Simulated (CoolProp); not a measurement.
Cyclohexane along the isobar 4.43 MPa: density (kg/m³) from the reference equation and from simpler models built on Tc = 553.6 K, pc = 4.081 MPa, ω = 0.209; each cubic takes its own stable root.

Model: reference Helmholtz-energy equation of state, Zhou 2014, in CoolProp.

| T (K) | phase | reference |
|---|---|---|
| 547.2 | liquid | 430.9 |
| 557.6 | supercritical | 347.0 |
| 568 | supercritical | 172.8 |
| 578.4 | supercritical | 143.1 |
| 588.8 | supercritical | 127.9 |
| 599.2 | supercritical | 117.7 |
| 609.6 | supercritical | 110.0 |
| 620 | supercritical | 104.0 |

Task: How far does each simpler model (van der Waals, Redlich-Kwong, Soave-Redlich-Kwong, Peng-Robinson) lie from the reference over these 8 states: mean and median of the absolute difference, and the worst?

Result: 
- van der Waals: mean 8.6 %, median 2.2 %, worst -33.2 % at 547.2 K and 4.43 MPa
- Redlich-Kwong: mean 5.2 %, median 1.4 %, worst -18.7 % at 547.2 K and 4.43 MPa
- Soave-Redlich-Kwong: mean 6.9 %, median 3.1 %, worst -19.0 % at 557.6 K and 4.43 MPa
- Peng-Robinson: mean 3.9 %, median 2.2 %, worst -11.8 % at 557.6 K and 4.43 MPa
